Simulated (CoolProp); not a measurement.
R113 at several states: fugacity coefficient from the reference equation and from simpler models built on Tc = 487.2 K, pc = 33.92 bar, ω = 0.253; each cubic takes its own stable root.

Values from CoolProp's reference Helmholtz-energy equation of state, Marx 1992.

```
T (K)  p (bar)   phase  reference
-----  -------  ------  ---------
462.7    0.696     gas     0.9918
294.4    0.566  liquid     0.6690
266      0.134  liquid     0.7790
261.2     2.29  liquid    0.03583
```

Question: How far does each simpler model (van der Waals, Redlich-Kwong, Soave-Redlich-Kwong) lie from the reference over these 4 states: mean and median of the absolute difference, and the worst?

Answer: 
- van der Waals: mean 426.0 %, median 37.4 %, worst +1629.0 % at 261.2 K and 2.29 bar
- Redlich-Kwong: mean 51.8 %, median 36.8 %, worst +133.8 % at 261.2 K and 2.29 bar
- Soave-Redlich-Kwong: mean 0.1 %, median 0.1 %, worst -0.4 % at 294.4 K and 0.566 bar

At some of these states van der Waals, Redlich-Kwong gives the other phase, because its saturation line lies elsewhere.
